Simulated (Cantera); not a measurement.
Mixture: H2 : O2 : N2 = 1 : 0.877 : 3.3 (molar parts), equivalence ratio 0.57, at 270000 Pa, adiabatic and at constant volume. Ignition delay is the time to a rise of 400 K.

Detailed kinetics in Cantera: the H2/O2 subset of GRI-Mech 3.0, which has no nitrogen chemistry. The hydrogen kinetics of GRI-Mech 3.0 are dated; newer H2 mechanisms differ, most at raised pressure. Where the delays flatten at high temperature, the 400 K rule measures the pace of heat release, not the induction time.

Problem. Predict: delay at 1050 K; delay at 1125 K; delay at 1200 K; delay at 1275 K; delay at 1350 K; delay at 1425 K; delay at 1500 K.

Solution. 
```
Property           Result
---------------  --------
delay at 1050 K  0.717 ms
delay at 1125 K   41.3 µs
delay at 1200 K   20.1 µs
delay at 1275 K   12.7 µs
delay at 1350 K   9.01 µs
delay at 1425 K   6.88 µs
delay at 1500 K   5.56 µs
```
